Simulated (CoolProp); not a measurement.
Acetone along the isotherm 311.6 K: fugacity coefficient from the reference equation and from simpler models built on Tc = 508.1 K, pc = 46.92 bar, ω = 0.307; each cubic takes its own stable root.

Values from CoolProp's reference Helmholtz-energy equation of state, Lemmon 2006. It is a short technical equation, of lower accuracy than the large ones.

| p (bar) | phase | reference | van der Waals | Redlich-Kwong | Soave-Redlich-Kwong | Peng-Robinson |
|---|---|---|---|---|---|---|
| 1.68 | liquid | 0.3074 | 0.9672 | 0.6942 | 0.3035 | 0.3092 |
| 3.35 | liquid | 0.1549 | 0.9345 | 0.3504 | 0.1532 | 0.1559 |
| 5.03 | liquid | 0.1037 | 0.8373 | 0.2349 | 0.1026 | 0.1044 |
| 6.7 | liquid | 0.07822 | 0.6346 | 0.1775 | 0.07754 | 0.07882 |
| 8.38 | liquid | 0.06285 | 0.5122 | 0.1428 | 0.06239 | 0.06337 |
| 10.1 | liquid | 0.05241 | 0.4292 | 0.1193 | 0.05209 | 0.05287 |
| 11.7 | liquid | 0.04545 | 0.3738 | 0.1036 | 0.04524 | 0.04588 |
| 13.4 | liquid | 0.03988 | 0.3296 | 0.09106 | 0.03975 | 0.04029 |
| 15.1 | liquid | 0.03557 | 0.2953 | 0.08134 | 0.03550 | 0.03595 |
| 16.8 | liquid | 0.03213 | 0.2680 | 0.07359 | 0.03211 | 0.03250 |
| 18.4 | liquid | 0.02947 | 0.2469 | 0.06761 | 0.02949 | 0.02983 |
| 20.1 | liquid | 0.02711 | 0.2282 | 0.06230 | 0.02717 | 0.02746 |
| 21.8 | liquid | 0.02512 | 0.2124 | 0.05781 | 0.02521 | 0.02546 |
| 23.5 | liquid | 0.02342 | 0.1990 | 0.05398 | 0.02353 | 0.02375 |

At some of these states van der Waals gives the other phase, because its saturation line lies elsewhere.
